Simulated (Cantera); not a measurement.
## CO2 + H2O + O2 (abatement and gas-phase synthesis)

Feed: 1 mol CO2, 5 mol H2O, 0.099 mol O2, at 1.00 bar.

Cantera equilibrium calculation (NASA polynomials, part measured and part estimated; ideal gas, pure solids and liquids). Candidate condensed phases: C, C6H6, C7H8, C8H18, H2O; 110 gas species. The numbers say what is thermodynamically allowed, not how fast it happens.

From 1098 K to 2298 K nothing is condensed. The main C-bearing gas is CO2 throughout.

| T (K) | x H2O | x CO2 | x O2 | x OH | x CO | x H2 | x H |
|---|---|---|---|---|---|---|---|
| 1098 | 0.820 | 0.164 | 0.0162 | 9.94e-7 | 1.62e-9 | 8.07e-9 | 2.22e-12 |
| 1298 | 0.820 | 0.164 | 0.0162 | 1.55e-5 | 1.89e-7 | 5.39e-7 | 7.87e-10 |
| 1498 | 0.820 | 0.164 | 0.0162 | 0.000116 | 6.12e-6 | 1.19e-5 | 5.92e-8 |
| 1698 | 0.819 | 0.164 | 0.0162 | 0.000541 | 8.64e-5 | 0.000127 | 1.63e-6 |
| 1898 | 0.817 | 0.163 | 0.0165 | 0.00183 | 0.000683 | 0.000815 | 2.23e-5 |
| 2098 | 0.810 | 0.160 | 0.0183 | 0.00500 | 0.00341 | 0.00350 | 0.000182 |
| 2298 | 0.791 | 0.150 | 0.0237 | 0.0119 | 0.0112 | 0.0105 | 0.000982 |
x: gas mole fraction; nothing condenses.
